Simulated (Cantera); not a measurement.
## Diamond growth

A diamond (100) surface in a fixed gas of H2 with x(CH4) = 0.023, x(CH3) = 0.00018, at 1200 K, 7.50 Torr; coverages are run to steady state.

Model: the Harris–Goodwin 1993 mechanism for the reconstructed diamond (100) surface, integrated in Cantera.

| x(H) | growth (µm/h) | θ c6HH | θ c6H* | θ c6*H | θ c6** | θ c6HM |
|---|---|---|---|---|---|---|
| 0.0001 | 0.0154 | 0.615 | 0.0273 | 0.350 | 0.00494 | 0.000331 |
| 0.0002 | 0.0362 | 0.544 | 0.0321 | 0.411 | 0.00939 | 0.000422 |
| 0.00038 | 0.0648 | 0.500 | 0.0350 | 0.448 | 0.0146 | 0.000502 |
| 0.00075 | 0.101 | 0.471 | 0.0367 | 0.470 | 0.0201 | 0.000572 |
| 0.0015 | 0.144 | 0.454 | 0.0376 | 0.481 | 0.0246 | 0.000621 |
| 0.0028 | 0.191 | 0.446 | 0.0380 | 0.487 | 0.0274 | 0.000641 |
| 0.0056 | 0.270 | 0.441 | 0.0383 | 0.490 | 0.0292 | 0.000636 |
| 0.011 | 0.394 | 0.439 | 0.0384 | 0.491 | 0.0302 | 0.000601 |
| 0.021 | 0.579 | 0.438 | 0.0385 | 0.492 | 0.0308 | 0.000537 |
θ: site fractions in the mechanism's names (c6HH fully hydrogenated, c6H* and c6*H radical sites, c6** diradical, c6HM methylated).
